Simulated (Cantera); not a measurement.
Input: 1 mol SiH₂Cl₂, 0.35 mol NO, 5.1 mol N₂O, held at 10.0 mbar.

These are equilibrium values from Cantera (NASA tables, ideal gas, pure condensed phases), not measurements of a reactor. Candidate condensed phases: H₂O, NH₄Cl, Si, SiO₂, Si₂N₂O, Si₃N₄; 47 gas species. The tables hold silica as quartz up to 1696 K and as liquid above; real silica turns to tridymite and cristobalite and melts near 1996 K. Kinetics and transport are ignored. All values below are at 1500 °C.

Base state: N₂ 0.576, O₂ 0.171, HCl 0.156, Cl 0.0614, H₂O 0.0307, NO 0.00292, OH 0.000973, Cl₂ 0.000489 (mole fractions); condensed: SiO₂(condensed).

Q: What changes in the equilibrium state with this change: 0.14 mol H₂ added?

A: 
| species | before | after |
|---|---|---|
| N₂ | 0.576 | 0.572 |
| O₂ | 0.171 | 0.164 |
| HCl | 0.156 | 0.163 |
| H₂O | 0.0307 | 0.0420 |
| Cl | 0.0614 | 0.0541 |
| H₂ | 3.10e-5 | 4.33e-5 |
| Cl₂ | 0.000489 | 0.000379 |
| H | 1.58e-5 | 1.87e-5 |
| ClO | 4.64e-5 | 4.00e-5 |
| SiO₂(condensed), mol | 1.000 | 1.000 |
